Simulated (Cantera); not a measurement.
**Thermodynamics of hydrogen reduction and annealing atmospheres, feed V2O3 + H2**

Feed: 1 mol V2O3, 44 mol H2, at 17.0 Pa.

These are equilibrium values from Cantera (NASA tables, ideal gas, pure condensed phases), not measurements of a reactor. Candidate condensed phases: H2O, V, VO, V2O3, V2O4, V2O5; 12 gas species. Mutual solubility and eutectic melting of coexisting phases are not modelled. VO: taken at fixed stoichiometry. Condensed phases not in the tables: the oxides between V2O3 and V2O5 other than VO2. Rates play no part.

```tsv
T (K)	x H2	x H	x VO2	x VO	x H2O	n VO(s)	n V2O3(s)
1423	0.997	0.000509	2.29e-7	3.10e-8	0.00232	0.204	0.898
1523	0.994	0.00177	4.30e-6	5.95e-7	0.00412	0.363	0.819
1623	0.988	0.00527	5.55e-5	7.82e-6	0.00678	0.601	0.698
1723	0.975	0.0138	0.000525	7.51e-5	0.0105	0.948	0.513
1823	0.948	0.0324	0.00384	0.000556	0.0151	1.51	0.146
1923	0.906	0.0688	0.0113	0.00330	0.0103	1.32	0
2023	0.828	0.133	0.0176	0.0162	0.00416	0.273	0
```
x: gas mole fraction; n: condensed amount in mol.

From 1423 K to 1823 K the condensed part is VO(s) + V2O3(s). From 1923 K to 2023 K the condensed part is VO(s). The main V-bearing gas is VO2 throughout.
